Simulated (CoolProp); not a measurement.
Vapour-liquid equilibrium of n-pentane (1) + toluene (2) at 10.9 kPa; x and y are mole fractions of (1).

Values from CoolProp's multi-fluid Helmholtz-energy mixture model, Thol 2019 and Lemmon 2006; pair parameters Bell 2016.

```csv
x,bubble temperature (°C),y at the bubble point,dew temperature at overall composition x (°C),liquid density (mol/L)
0.05,29.3,0.586,46.1,9.282
0.2,7.0,0.894,42.4,9.417
0.35,-1.6,0.947,38.1,9.415
0.5,-6.5,0.968,32.9,9.374
0.65,-10.0,0.980,26.2,9.318
0.8,-12.9,0.989,16.6,9.253
0.95,-15.6,0.997,-2.3,9.185
```

No azeotrope shows between x = 0.05 and 0.95.

Pair parameters are fitted to limited data, so mixtures are less certain than the pure fluids.
